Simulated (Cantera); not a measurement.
What does this Cantera script print?

```python
import numpy as np
import cantera as ct

gas_names = [...]  # 58 gases of nasa_gas.yaml made of F, H, N, O, Si
cond_names = """
    H2O(s) H2O(L) Si(cr) Si(L) SiO2(Lqz) SiO2(hqz) SiO2(L) Si2N2O(s) Si3N4(a)
""".split()


# ... load() reads the species with a 1 bar reference pressure and builds the phases ...
atoms = {
    'SiF4': {'Si': 1, 'F': 4},
    'N2O': {'N': 2, 'O': 1},
    'H2': {'H': 2},
}
top_T = {'Si2N2O(s)': 2100, 'Si3N4(a)': 2400}  # K; cautious upper limits of use, not melting points


# ... equilibrate(T, P, feed) seeds the gas with the atoms and calls Mixture.equilibrate('TP', solver="vcs", rtol=1e-11, max_steps=5000) ...
results = []
T = 1748  # K
P = 70  # Pa
for m in [0.23, 0.33, 0.47, 0.67, 0.96, 1.4, 2, 2.8, 4, 5.8, 8.3, 12]:
    feed = {'SiF4': 1, 'N2O': 8.9, 'H2': m}  # mol
    mix = equilibrate(T, P, feed)
    results.append((T, P, feed, dict(zip(mix.species_names, mix.species_moles))))

top = {s: max(r[3][s] / sum(r[3][g] for g in gas_names) for r in results) for s in gas_names}
cols = sorted((s for s in top if top[s] > 0.0001), key=lambda s: -top[s])[:6]
seen = [c for c in cond_names if any(r[3].get(c, 0) > 1e-12 for r in results)]
print("log10 of partial pressures in bar; condensed amounts in mol")
print(f"{'n(H2)':>10s}" + "".join(f"{s[:9]:>10s}" for s in cols + seen))
for T, P, feed, n in results:
    ng = sum(n[g] for g in gas_names)
    print(f"{feed['H2']:10.4g}" + "".join(f"{np.log10(max(n[s] / ng * P / 1e5, 1e-99)):10.3f}" for s in cols)
          + "".join(f"{n.get(c, 0):10.4g}" for c in seen))
```

It prints:

```
log10 of partial pressures in bar; condensed amounts in mol
     n(H2)        N2       H2O        O2        HF        H2      SiF4   SiO2(L)
      0.23    -3.371    -8.022    -3.686    -4.657   -10.664    -4.373    0.1151
      0.33    -3.374    -7.700    -3.694    -4.504   -10.339    -4.401     0.165
      0.47    -3.378    -7.381    -3.705    -4.354   -10.014    -4.443    0.2346
      0.67    -3.384    -7.052    -3.722    -4.207    -9.677    -4.509     0.334
      0.96    -3.392    -6.701    -3.745    -4.059    -9.314    -4.623    0.4775
       1.4    -3.404    -6.279    -3.783    -3.910    -8.873    -4.866    0.6933
         2    -3.420    -5.547    -3.835    -3.782    -8.115    -5.819    0.9644
       2.8    -3.431    -4.487    -3.901    -3.778    -7.022    -7.923    0.9996
         4    -3.446    -4.101    -4.012    -3.793    -6.580    -8.756    0.9998
       5.8    -3.468    -3.843    -4.235    -3.815    -6.211    -9.361    0.9999
       8.3    -3.497    -3.653    -4.957    -3.844    -5.660    -9.857    0.9997
        12    -3.566    -3.677    -8.264    -3.914    -4.030   -10.088    0.9887
```

Cantera equilibrium calculation (NASA polynomials, part measured and part estimated; ideal gas, pure solids and liquids). The tables' values for SiF3 are old estimates; treat these amounts as uncertain. The tables hold silica as quartz up to 1696 K and as liquid above; real silica turns to tridymite and cristobalite and melts near 1996 K.
